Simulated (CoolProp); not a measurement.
Tetrahydrofuran along the isobar 7.5 MPa: fugacity coefficient from the reference equation and from simpler models built on Tc = 540.2 K, pc = 5.304 MPa, ω = 0.234; each cubic takes its own stable root.

Values from CoolProp's reference Helmholtz-energy equation of state, Fiedler 2023.

```json
[
 {"T (K)": "223.3", "phase": "liquid", "reference": "3.774e-5"},
 {"T (K)": "235.2", "phase": "liquid", "reference": "9.860e-5"},
 {"T (K)": "247", "phase": "liquid", "reference": "0.0002297"},
 {"T (K)": "258.9", "phase": "liquid", "reference": "0.0004919"},
 {"T (K)": "270.7", "phase": "liquid", "reference": "0.0009679"},
 {"T (K)": "282.6", "phase": "liquid", "reference": "0.001789"},
 {"T (K)": "294.4", "phase": "liquid", "reference": "0.003103"},
 {"T (K)": "306.3", "phase": "liquid", "reference": "0.005134"},
 {"T (K)": "318.1", "phase": "liquid", "reference": "0.008083"},
 {"T (K)": "330", "phase": "liquid", "reference": "0.01227"},
 {"T (K)": "341.8", "phase": "liquid", "reference": "0.01791"},
 {"T (K)": "353.7", "phase": "liquid", "reference": "0.02540"},
 {"T (K)": "365.5", "phase": "liquid", "reference": "0.03492"},
 {"T (K)": "377.4", "phase": "liquid", "reference": "0.04690"},
 {"T (K)": "389.2", "phase": "liquid", "reference": "0.06141"},
 {"T (K)": "401.1", "phase": "liquid", "reference": "0.07891"}
]
```

Q: How far does each simpler model (van der Waals, Redlich-Kwong, Soave-Redlich-Kwong) lie from the reference over these 16 states: mean and median of the absolute difference, and the worst?

A: 
- van der Waals: mean 3354.4 %, median 930.2 %, worst +20408.7 % at 223.3 K and 7.5 MPa
- Redlich-Kwong: mean 96.5 %, median 89.7 %, worst +173.7 % at 223.3 K and 7.5 MPa
- Soave-Redlich-Kwong: mean 1.5 %, median 1.7 %, worst +2.6 % at 401.1 K and 7.5 MPa
